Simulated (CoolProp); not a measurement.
The fluid at 298.15 K and 0.405 MPa (liquid) is heated at constant pressure to 318.7 K. The same conditions are run with several fluids, on thermodynamics alone (safety and materials aside).

Model: reference Helmholtz-energy equation of state of each fluid (R141b: Lemmon 2006; R236FA: Pan 2012; o-xylene: Zhou 2012; n-undecane: Aleksandrov 2011; toluene: Lemmon 2006), in CoolProp.

```
fluid       heat (kJ/kg)  final phase  final density (kg/m³)
----------  ------------  -----------  ---------------------
R141b                  ?       liquid                      ?
R236FA                 ?          gas                   26.1
o-xylene               ?       liquid                    859
n-undecane          46.2       liquid                    721
toluene             35.6       liquid                    843
```

Task: Complete the blanks.

Result: 
- R141b, heat (kJ/kg): 24.0
- R141b, final density (kg/m³): 1190
- R236FA, heat (kJ/kg): 161
- o-xylene, heat (kJ/kg): 36.9
